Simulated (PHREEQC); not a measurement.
A solution holds 3.9 mmol/kgw Cu(BF4)2, 0.95 mmol/kgw HNO3 and 0.034 mmol/kgw FeCl3, at 25 °C. Closed to the air; pH follows from the charge balance.

All values are PHREEQC results (ion-association model, wateq4f.dat), not measurements.

Each row changes one thing in this solution. Precipitation was switched off in this run.

| case | pH | ionic strength (mol/kgw) | BF4- (mol/kgw) | HF (mol/kgw) | F- (mol/kgw) | H3BO3 (mol/kgw) | SI of Hematite (Fe2O3) | SI of Goethite (FeOOH) |
|---|---|---|---|---|---|---|---|---|
| as made | 2.81 | 0.0133 | 0.00583 | 0.00366 | 0.00176 | 0.00117 | +0.41 | -0.80 |
| temperature from 25 to 60 °C | 2.90 | 0.0129 | 0.00497 | 0.00633 | 0.00197 | 0.00180 | +2.33 | … |
| HNO3 from 0.00095 to 0.00105 mol/kgw | 2.79 | 0.0134 | 0.00583 | 0.00369 | 0.00172 | 0.00117 | … | … |
| HNO3 replaced by KNO3 at the same molality | 2.94 | 0.0137 | 0.00573 | 0.00335 | 0.00223 | 0.00119 | +0.70 | -0.66 |
| Cu(BF4)2 from 0.0039 to 0.00585 mol/kgw | 2.78 | 0.0192 | 0.00934 | 0.00409 | 0.00191 | 0.00124 | +0.13 | -0.94 |

### Question
What belongs in the gaps?

### Answer

- temperature from 25 to 60 °C, SI of Goethite (FeOOH): +0.09
- HNO3 from 0.00095 to 0.00105 mol/kgw, SI of Hematite (Fe2O3): +0.38
- HNO3 from 0.00095 to 0.00105 mol/kgw, SI of Goethite (FeOOH): -0.81

Some of these states are supersaturated (in Hematite (slow to form), Goethite (slow to form), for instance). Constants without temperature data keep their 25 °C values here. Real BF4- forms and hydrolyses slowly; the run takes it at equilibrium. Fluoro complexes past AlF4- and FeF3 are missing from the database.
